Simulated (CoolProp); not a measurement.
Properties of C3F8 (R218) at several states.

The numbers come from the reference Helmholtz-energy equation of state, Lemmon 2006 in CoolProp. It is a short technical equation, of lower accuracy than the large ones.

```tsv
T (K)	p (MPa)	phase	density (kg/m³)	speed of sound (m/s)	Joule-Thomson coefficient (K/MPa)
167.3	1.57	liquid	1864	874.1	-0.4394
206.1	0.793	liquid	1727	676.2	-0.3644
153.3	0.091	liquid	1910	951.1	-0.4574
308.3	0.0575	gas	4.263	119.0	11.13
```
